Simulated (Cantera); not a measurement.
A closed system holds: 1 mol FeS2, 27 mol H2, 1.2 mol N2, equilibrated at 2123.15 K and 43.0 Pa.

Method: chemical equilibrium by Gibbs-energy minimisation in Cantera with the NASA 1993 tables (ideal gas, pure condensed phases). Candidate condensed phases: Fe, FeS, FeS2, S; 16 gas species. Equilibrium is a limit: real reactors are often held back by kinetics, nucleation or transport.

Base state: H2 0.735, H 0.148, N2 0.0362, S 0.0323, Fe 0.0301, S2 0.00973, SH 0.00782, H2S 0.000647 (mole fractions); condensed: gas only.

Q: What changes in the equilibrium state with this change: FeS2 replaced by Al2O3?

A: 
```json
[
 {"species": "H2", "before": "0.735", "after": "0.798"},
 {"species": "H", "before": "0.148", "after": "0.155"},
 {"species": "N2", "before": "0.0362", "after": "0.0391"},
 {"species": "S", "before": "0.0323", "after": "0"},
 {"species": "Fe", "before": "0.0301", "after": "0"},
 {"species": "Al", "before": "0", "after": "0.00276"},
 {"species": "S2", "before": "0.00973", "after": "0"},
 {"species": "SH", "before": "0.00782", "after": "0"},
 {"species": "H2O", "before": "0", "after": "0.00486"},
 {"species": "H2S", "before": "0.000647", "after": "0"},
 {"species": "Al2O3(s), mol", "before": "0", "after": "0.943"}
]
```
The tables' values for AlOH are old estimates; treat these amounts as uncertain. Further candidate phases: Al, AlN, Al2O3, H2O.
